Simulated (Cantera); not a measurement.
Input: 1 mol CH3Cl, 0.13 mol H2, at 2375 °C and 0.00840 bar.

These are equilibrium values from Cantera (NASA tables, ideal gas, pure condensed phases), not measurements of a reactor. Candidate condensed phases: C, C6H6, C7H8, C8H18; 91 gas species. The numbers say what is thermodynamically allowed, not how fast it happens.

Task: What is the equilibrium state?

Result: 
- x(H2): 0.332
- x(H): 0.292
- x(HCl): 0.228
- x(Cl): 0.140
- x(C2H2 (acetylene)): 0.00647
- x(C2H): 0.000550
- x(C3): 0.000518
- x(C): 0.000135
- x(C2HCl): 6.37e-5
- n(C(graphite)): 0.956 mol
- gas amount: 2.721 mol
